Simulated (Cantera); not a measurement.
What does this Cantera script print?

```python
import numpy as np
import cantera as ct

gas_names = """
    N NO NO2 NO3 N2 N2O O O2 O3 Pb PbO Pb2
""".split()
cond_names = """
    Pb(cr) Pb(L) PbO(rd) PbO(yw) PbO(L) PbO2(s) Pb3O4(s)
""".split()


# ... load() reads the species with a 1 bar reference pressure and builds the phases ...
atoms = {
    'PbO': {'Pb': 1, 'O': 1},
    'N2': {'N': 2},
}
top_T = {'Pb3O4(s)': 820}  # K; cautious upper limits of use, not melting points


# ... equilibrate(T, P, feed) seeds the gas with the atoms and calls Mixture.equilibrate('TP', solver="vcs", rtol=1e-11, max_steps=5000) ...
results = []
feed = {'PbO': 1, 'N2': 64}  # mol
P = 71000  # Pa
for T in [1248, 1298, 1348, 1398, 1448, 1498, 1548]:
    mix = equilibrate(T, P, feed)
    results.append((T, P, feed, dict(zip(mix.species_names, mix.species_moles))))
    x = sorted(zip(gas.X, gas.species_names), reverse=True)
    print(f"T = {T:g} K  P = {P:g} Pa  gas = {mix.phase_moles(0):.4g} mol")
    print("   x: " + "  ".join(f"{s} {v:.3e}" for v, s in x if v > 0.0001))
    print("   condensed (mol): " + ("  ".join(f"{mix.phase(i).name} {mix.phase_moles(i):.4g}"
          for i in range(1, mix.n_phases) if mix.phase_moles(i) > 1e-12) or "none"))
```

Result:

```
T = 1248 K  P = 71000 Pa  gas = 64.02 mol
   x: N2 9.997e-01  PbO 2.478e-04
   condensed (mol): PbO(L) 0.9814
T = 1298 K  P = 71000 Pa  gas = 64.05 mol
   x: N2 9.992e-01  PbO 6.140e-04  Pb 1.058e-04
   condensed (mol): PbO(L) 0.9539
T = 1348 K  P = 71000 Pa  gas = 64.11 mol
   x: N2 9.982e-01  PbO 1.415e-03  Pb 2.461e-04  O2 1.160e-04
   condensed (mol): PbO(L) 0.8935
T = 1398 K  P = 71000 Pa  gas = 64.25 mol
   x: N2 9.961e-01  PbO 3.060e-03  Pb 5.373e-04  O2 2.546e-04
   condensed (mol): PbO(L) 0.7689
T = 1448 K  P = 71000 Pa  gas = 64.51 mol
   x: N2 9.921e-01  PbO 6.248e-03  Pb 1.109e-03  O2 5.280e-04
   condensed (mol): PbO(L) 0.5254
T = 1498 K  P = 71000 Pa  gas = 65 mol
   x: N2 9.846e-01  PbO 1.212e-02  Pb 2.176e-03  O2 1.040e-03
   condensed (mol): PbO(L) 0.07103
T = 1548 K  P = 71000 Pa  gas = 65.09 mol
   x: N2 9.832e-01  PbO 1.258e-02  Pb 2.782e-03  O2 1.323e-03  NO 1.362e-04
   condensed (mol): none
```

Cantera equilibrium calculation (NASA polynomials, part measured and part estimated; ideal gas, pure solids and liquids). Gases not in the tables: (PbO)n polymers.
